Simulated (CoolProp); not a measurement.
Computed with CoolProp (reference Helmholtz-energy equation of state, Thol 2016).

Problem. For hexamethyldisiloxane (MM), give the phase and the density (kg/m³), cp (kJ/(kg K)), cv (kJ/(kg K)), speed of sound (m/s) at 258.85 °C and 3.98 MPa.

Solution. 
- 258.85 °C and 3.98 MPa: supercritical; density 445, cp 2.71, cv 2.12, speed of sound 207
